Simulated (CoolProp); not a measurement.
Properties of carbon monoxide along the isotherm -73.75 °C (Tc = -140.3 °C, pc = 34.98 bar, ω = 0.050).

The numbers come from the reference Helmholtz-energy equation of state, Lemmon 2006 in CoolProp. It is a short technical equation, of lower accuracy than the large ones.

| p (bar) | phase | Z | speed of sound (m/s) | Joule-Thomson coefficient (K/MPa) | isothermal compressibility (1/MPa) | expansivity (1/kK) | fugacity coefficient |
|---|---|---|---|---|---|---|---|
| 0.166 | gas | 0.9996 | 287.8 | 5.348 | 60.27 | 5.023 | 0.9996 |
| 0.295 | gas | 0.9992 | 287.8 | 5.347 | 33.92 | 5.029 | 0.9992 |
| 0.525 | gas | 0.9986 | 287.7 | 5.344 | 19.07 | 5.040 | 0.9986 |
| 0.933 | gas | 0.9975 | 287.6 | 5.339 | 10.74 | 5.059 | 0.9975 |
| 1.66 | gas | 0.9956 | 287.5 | 5.330 | 6.050 | 5.094 | 0.9956 |
| 2.95 | gas | 0.9922 | 287.2 | 5.315 | 3.416 | 5.156 | 0.9923 |
| 5.25 | gas | 0.9862 | 286.7 | 5.285 | 1.931 | 5.269 | 0.9863 |
| 9.33 | gas | 0.9757 | 285.8 | 5.230 | 1.098 | 5.475 | 0.9758 |
| 16.6 | gas | 0.9572 | 284.7 | 5.118 | 0.6287 | 5.862 | 0.9576 |
| 29.5 | gas | 0.9255 | 283.6 | 4.881 | 0.3648 | 6.608 | 0.9265 |
| 52.5 | supercritical | 0.8743 | 285.1 | 4.332 | 0.2137 | 8.058 | 0.8755 |
